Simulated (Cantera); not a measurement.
Cantera run:

```python
import numpy as np
import cantera as ct

gas_names = [...]  # 97 gases of nasa_gas.yaml made of Al, C, H, N
cond_names = """
    AL(cr) AL(L) ALN(s) C(gr) C6H6(L) C7H8(L) C8H18(L),n-octa
""".split()


# ... load() reads the species with a 1 bar reference pressure and builds the phases ...
atoms = {
    'Al(CH3)3': {'AL': 1, 'C': 3, 'H': 9},
    'NH3': {'N': 1, 'H': 3},
    'N2': {'N': 2},
}
top_T = {'ALN(s)': 2750, 'C(gr)': 4500}  # K; cautious upper limits of use, not melting points


# ... equilibrate(T, P, feed) seeds the gas with the atoms and calls Mixture.equilibrate('TP', solver="vcs", rtol=1e-11, max_steps=5000) ...
results = []
feed = {'Al(CH3)3': 1, 'NH3': 78, 'N2': 44}  # mol
T = 650  # K
P = 1333.22  # Pa
mix = equilibrate(T, P, feed)
results.append((T, P, feed, dict(zip(mix.species_names, mix.species_moles))))
x = sorted(zip(gas.X, gas.species_names), reverse=True)
print(f"T = {T:g} K  P = {P:g} Pa  gas = {mix.phase_moles(0):.4g} mol")
print("   x: " + "  ".join(f"{s} {v:.3e}" for v, s in x if v > 0.001))
print("   condensed (mol): " + ("  ".join(f"{mix.phase(i).name} {mix.phase_moles(i):.4g}"
      for i in range(1, mix.n_phases) if mix.phase_moles(i) > 1e-12) or "none"))
```

Result:

```
T = 650 K  P = 1333.22 Pa  gas = 201 mol
   x: H2 5.746e-01  N2 4.104e-01  CH4 1.493e-02
   condensed (mol): ALN(s) 1
```

Equilibrium computed with Cantera from the NASA thermochemical tables; the gas is ideal and each condensed phase is pure. The feed counts by its element totals alone.
